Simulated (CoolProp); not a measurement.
The fluid at 293.15 K and 0.0198 MPa expands adiabatically to 0.00614 MPa with isentropic efficiency 0.9. The same conditions are run with several fluids, on thermodynamics alone (safety and materials aside).

Computed with CoolProp (reference Helmholtz-energy equation of state of each fluid (R1224YDZ: Akasaka 2023; fluoroethane (R161): Wu 2012; R410A: Lemmon 2003; sulfur dioxide: Gao 2016)). Blends and air are pseudo-pure fits.

Question: Rank R1224YDZ, fluoroethane (R161), R410A, sulfur dioxide by work (kJ/kg), highest first.

Answer: fluoroethane (R161) (49.0), sulfur dioxide (35.4), R410A (32.4), R1224YDZ (16.4)

| fluid | final temperature (K) | final density (kg/m³) |
|---|---|---|
| R1224YDZ | 269.9 | 0.408 |
| fluoroethane (R161) | 250.7 | 0.142 |
| R410A | 250.6 | 0.214 |
| sulfur dioxide | 234.2 | 0.202 |
